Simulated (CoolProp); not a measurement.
Vapour pressure (bar) of water: the reference equation beside estimates from Tc = 373.9 °C, pc = 220.6 bar, ω = 0.344.

Model: reference Helmholtz-energy equation of state, Wagner 2002, in CoolProp.

```
T (°C)  reference  Lee-Kesler  Peng-Robinson
------  ---------  ----------  -------------
159.55      6.112       6.015          6.050
165.25      7.053       6.976            ___
171.05      8.125       8.075            ___
176.75      9.300       9.281          9.270
182.55      10.63       10.65          10.62
188.25      12.08       12.14          12.08
194.05        ___       13.82          13.73
199.75        ___       15.63            ___
205.45        ___       17.63          17.49
211.25      19.56       19.85          19.68
216.95      21.87         ___          22.04
222.75      24.44       24.87          24.65
228.45      27.19       27.69          27.44
```

**Question.** What belongs in the gaps?

**Answer.** 
- 165.25, Peng-Robinson: 6.999
- 171.05, Peng-Robinson: 8.081
- 194.05, reference: 13.71
- 199.75, reference: 15.47
- 199.75, Peng-Robinson: 15.52
- 205.45, reference: 17.40
- 216.95, Lee-Kesler: 22.23

Absolute difference from the reference over all 13 rows, mean and median: Lee-Kesler 1.1 and 1.1 %, Peng-Robinson 0.5 and 0.5 %.
